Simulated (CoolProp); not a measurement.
Vapour pressure (bar) of R1123: the reference equation beside estimates from Tc = 58.6 °C, pc = 45.49 bar, ω = 0.243. Clausius-Clapeyron is anchored at -32.25 °C with a constant enthalpy of vaporisation of 16.66 kJ/mol.

The numbers come from the reference Helmholtz-energy equation of state, Akasaka 2020 in CoolProp.

| T (°C) | reference | Clausius-Clapeyron | Redlich-Kwong | Peng-Robinson |
|---|---|---|---|---|
| -48.85 | 1.844 | 1.990 | 2.948 | 1.839 |
| -43.35 | 2.348 | 2.464 | 3.640 | 2.340 |
| -37.75 | 2.965 | 3.032 | 4.458 | 2.952 |
| -32.25 | 3.683 | 3.683 | 5.383 | 3.666 |
| -26.75 | 4.526 | 4.434 | 6.436 | 4.506 |
| -21.25 | 5.507 | 5.296 | 7.628 | 5.485 |
| -15.65 | 6.661 | 6.296 | 8.992 | 6.639 |
| -10.15 | 7.962 | 7.408 | 10.49 | 7.944 |
| -4.65 | 9.444 | 8.659 | 12.15 | 9.432 |
| 0.85 | 11.12 | 10.06 | 13.98 | 11.12 |

Absolute difference from the reference over all 10 rows, mean and median: Clausius-Clapeyron 5.1 and 5.2 %, Redlich-Kwong 41.3 and 40.4 %, Peng-Robinson 0.3 and 0.3 %.
